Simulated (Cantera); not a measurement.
Charge: 1 mol LiCl, 0.021 mol HCl, 9.1 mol H2, held at 5100 Pa.

Equilibrium computed with Cantera from the NASA thermochemical tables; the gas is ideal and each condensed phase is pure. Candidate condensed phases: Li, LiCl, LiH; 11 gas species. Kinetics and transport are ignored.

Problem. What share of the Li ends up in condensed phases as a function of T (°C), at 727, 752, 777, 802, 827, 852, 877, 902, 927, 952, 977, 1002, 1027?

Solution. 
```csv
T (°C),Li condensed (%),as
727,84.5,LiCl(l)
752,75.1,LiCl(l)
777,61.0,LiCl(l)
802,39.8,LiCl(l)
827,8.4,LiCl(l)
852,0.0,-
877,0.0,-
902,0.0,-
927,0.0,-
952,0.0,-
977,0.0,-
1002,0.0,-
1027,0.0,-
```
